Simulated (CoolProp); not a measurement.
Sulfur dioxide at 495.16 K and 3.62 MPa is throttled through a valve to 2.48 MPa with no heat exchange. Each further row changes one setting.

Computed with CoolProp (reference Helmholtz-energy equation of state, Gao 2016).

| case | temperature change (K) | final density (kg/m³) |
|---|---|---|
| as stated | ? | ? |
| outlet pressure 0.744 MPa | -26.6 | ? |
| outlet pressure 3.22 MPa | -3.5 | ? |

**Question.** Fill in the missing entries.

**Answer.** 
- as stated, temperature change (K): -10.1
- as stated, final density (kg/m³): 42.6
- outlet pressure 0.744 MPa, final density (kg/m³): 12.5
- outlet pressure 3.22 MPa, final density (kg/m³): 55.6
